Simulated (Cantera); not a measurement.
Feed: 1 mol trisilylamine, 0.42 mol NH₃, 0.14 mol H₂, held at 27.0 mbar.

Equilibrium computed with Cantera from the NASA thermochemical tables; the gas is ideal and each condensed phase is pure. Candidate condensed phases: Si, Si₃N₄; 18 gas species. The feed counts by its element totals alone. Mutual solubility and eutectic melting of coexisting phases are not modelled. The tables' values for SiN are old estimates; treat these amounts as uncertain. Gases not in the tables: Si₂H₆ and higher silanes. Rates play no part.

x: gas mole fraction; n: condensed amount in mol.

```
T (K)   x H₂      x N₂       x H      x Si  n Si(s)  n Si₃N₄(s)  n Si(l)
-----  -----  --------  --------  --------  -------  ----------  -------
775     1.00    <1e-12  6.04e-12    <1e-12     1.94       0.355        0
875     1.00    <1e-12       [?]    <1e-12     1.94       0.355        0
975     1.00  1.91e-10   6.96e-9    <1e-12     1.94       0.355        0
1075    1.00       [?]       [?]    <1e-12     1.94       0.355        0
1175   1.000   4.78e-7   7.46e-7  1.98e-11     1.94       0.355        0
1275   1.000   9.41e-6   4.49e-6  7.14e-10     1.94       0.355        0
1375   1.000  0.000119   2.09e-5   1.52e-8     1.94       0.355        0
1475   0.999   0.00106   7.89e-5   2.13e-7     1.94       0.352        0
1575   0.993   0.00715  0.000252   2.13e-6     1.99       0.336        0
1675   0.961    0.0380  0.000693   1.61e-5     2.25       0.251        0
1775   0.880     0.119   0.00165   8.13e-5        0           0     3.00
1875   0.877     0.118   0.00374  0.000335        0           0     3.00
1975   0.873     0.118   0.00778   0.00120        0           0     2.99
```

Question: Fill in the missing entries.

Answer: 
- 1075, x N₂: 1.38e-8
- 1075, x H: 8.93e-8
- 875, x H: 3.05e-10
